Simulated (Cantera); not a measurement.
A perfectly stirred reactor is fed with C2H6 : N2 = 1 : 44 (molar parts), at 0.00340 bar; it is held at 1898 K, and followed from long to short residence time.

Cantera simulation using GRI-Mech 3.0 (53 species, 325 reactions); the numbers are that mechanism's predictions, not measurements. GRI-Mech 3.0 stops at C3 and has no aromatics, soot or wall deposition, so with more carbon than oxygen in the feed, carbon stays in small species such as C2H2 where larger ones or solid carbon would form. Radical loss at walls, strong at low pressure, is not modelled.

**Question.** Predict: x(C2H6) at τ = 0.790 s; x(C2H2) at τ = 0.790 s; x(C2H4) at τ = 0.790 s; x(H2) at τ = 0.790 s; x(HCN) at τ = 0.790 s; x(C2H6) at τ = 32.0 ms; x(C2H2) at τ = 32.0 ms; x(C2H4) at τ = 32.0 ms; x(H2) at τ = 32.0 ms; x(HCN) at τ = 32.0 ms.

**Answer.** 
```json
{
  "x(C2H6) at τ = 0.790 s": "1.24e-5",
  "x(C2H2) at τ = 0.790 s": "0.0200",
  "x(C2H4) at τ = 0.790 s": "9.13e-5",
  "x(H2) at τ = 0.790 s": "0.0394",
  "x(HCN) at τ = 0.790 s": "0.000534",
  "x(C2H6) at τ = 32.0 ms": "0.000275",
  "x(C2H2) at τ = 32.0 ms": "0.0161",
  "x(C2H4) at τ = 32.0 ms": "0.00137",
  "x(H2) at τ = 32.0 ms": "0.0315",
  "x(HCN) at τ = 32.0 ms": "0.000114"
}
```
